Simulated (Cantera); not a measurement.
## Thermodynamics of silicon nitride deposition, feed SiF₄ + N₂

Feed: 1 mol SiF₄, 35 mol N₂, at 5.60 Pa.

Method: chemical equilibrium by Gibbs-energy minimisation in Cantera with the NASA 1993 tables (ideal gas, pure condensed phases). Candidate condensed phases: Si, Si₃N₄; 16 gas species. The tables' values for SiF₃, SiF₂ are old estimates; treat these amounts as uncertain. Rates play no part.

From 452 °C to 1802 °C nothing is condensed. The main Si-bearing gas is SiF₄ throughout.

| T (°C) | x N₂ | x SiF₄ | x F | x SiF₃ | x SiF₂ |
|---|---|---|---|---|---|
| 452 | 0.972 | 0.0278 | <1e-12 | <1e-12 | <1e-12 |
| 602 | 0.972 | 0.0278 | <1e-12 | <1e-12 | <1e-12 |
| 752 | 0.972 | 0.0278 | 1.06e-10 | 1.06e-10 | <1e-12 |
| 902 | 0.972 | 0.0278 | 1.02e-8 | 1.02e-8 | <1e-12 |
| 1052 | 0.972 | 0.0278 | 3.50e-7 | 3.50e-7 | 3.54e-12 |
| 1202 | 0.972 | 0.0278 | 5.82e-6 | 5.82e-6 | 7.26e-10 |
| 1352 | 0.972 | 0.0277 | 5.76e-5 | 5.75e-5 | 5.54e-8 |
| 1502 | 0.972 | 0.0274 | 0.000385 | 0.000381 | 2.01e-6 |
| 1652 | 0.970 | 0.0259 | 0.00190 | 0.00181 | 4.05e-5 |
| 1802 | 0.965 | 0.0210 | 0.00709 | 0.00611 | 0.000489 |
x: gas mole fraction; nothing condenses.
